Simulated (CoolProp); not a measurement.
Saturation properties of cyclopentane (Tc = 511.7 K, pc = 4583 kPa, ω = 0.202).

The numbers come from the reference Helmholtz-energy equation of state, Gedanitz 2015 in CoolProp.

```tsv
T (K)	p (kPa)	liquid density (kg/m³)	enthalpy of vaporisation (kJ/kg)	vapour Z	surface tension (mN/m)	liquid conductivity (mW/(m K))
391.3	626.4	637.1	329.6	___	9.86	94.1
393.9	661.9	633.8	327.0	0.8671	9.57	93.3
396.5	698.9	630.4	324.2	0.8619	9.28	92.5
399.1	737.3	627.0	321.4	0.8566	8.99	91.6
401.7	777.4	623.6	318.6	0.8512	8.70	90.8
404.3	819.0	620.1	315.8	0.8456	8.42	90.0
406.9	862.2	616.6	312.8	0.8399	8.14	89.3
409.5	907.1	613.0	309.9	0.8341	7.86	88.5
412.1	953.7	609.4	306.9	0.8282	7.58	87.7
414.7	1002	605.8	303.8	0.8221	7.31	___
417.3	1052	602.1	300.7	0.8158	7.04	86.1
419.9	1104	598.4	297.5	0.8094	6.77	___
422.5	1158	___	294.2	0.8028	6.51	84.6
425.1	1214	590.8	290.9	0.7961	6.24	83.9
427.7	1271	586.9	287.6	0.7893	5.99	83.1
```

Question: Some entries are withheld; supply them.

Answer: 
- 391.3, vapour Z: 0.8721
- 414.7, liquid conductivity (mW/(m K)): 86.9
- 419.9, liquid conductivity (mW/(m K)): 85.4
- 422.5, liquid density (kg/m³): 594.6

It boils at 322.4 K under 1 atm.

Thermal conductivity comes from a separate model (Vassiliou 2015). Surface tension comes from a separate correlation (Mulero 2014).
